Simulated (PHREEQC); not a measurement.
# Alkaline etch or developer

A solution holds 28 mmol/kgw NaOH, 0.48 mmol/kgw CO2 and 2.8 mmol/kgw Na2CO3, at 82 °C. Closed to the air; pH follows from the charge balance.

Computed with PHREEQC (ion-association model, phreeqc.dat).

Precipitation was switched off in this run.

Q: Predict the pH, specific conductance.

A: pH 10.90; specific conductance 16000 µS/cm.

Q: In which forms is Na present?

A: Na+ 93 %, NaCO3- 7.3 % of the Na.

Complexes and solids missing from the database can't appear. At this temperature some constants are extrapolated from 25 °C, and those without enthalpy data are left unchanged.
